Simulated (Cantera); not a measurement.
## Transport properties of process gases

Gas mixture: CH₃OH = 0.91 (molar parts), at 0.518 Torr, frozen composition.

Cantera's kinetic-theory transport with the Lennard-Jones parameters of GRI-Mech 3.0, ideal gas; thermal conductivity in the mixture-averaged form. Polar gases are described roughly by these parameters. The composition is frozen, though it would react at the higher temperatures.

| T (K) | ρ (kg/m³) | cp (J/kg/K) | μ (µPa s) | λ (mW/m/K) | Pr | D (cm²/s) CO₂ | D (cm²/s) H | D (cm²/s) CH₄ |
|---|---|---|---|---|---|---|---|---|
| 400 | 0.000665 | 1604 | 13.1 | 28.2 | 0.745 | 278 | 2300 | 414 |
| 500 | 0.000532 | 1858 | 16.4 | 41.1 | 0.743 | 428 | 3500 | 629 |
| 600 | 0.000443 | 2101 | 19.7 | 55.5 | 0.746 | 605 | 4880 | 879 |
| 700 | 0.000380 | 2314 | 22.8 | 70.5 | 0.748 | 805 | 6450 | 1160 |
| 800 | 0.000332 | 2491 | 25.8 | 85.9 | 0.747 | 1030 | 8180 | 1470 |
| 900 | 0.000295 | 2643 | 28.6 | 101 | 0.746 | 1270 | 10100 | 1810 |
| 1000 | 0.000266 | 2798 | 31.3 | 117 | 0.751 | 1530 | 12100 | 2170 |
| 1100 | 0.000242 | 2922 | 33.9 | 132 | 0.751 | 1820 | 14300 | 2560 |
| 1200 | 0.000222 | 3031 | 36.4 | 147 | 0.752 | 2110 | 16600 | 2980 |
D: mixture-averaged diffusion coefficient of that species in the mixture.
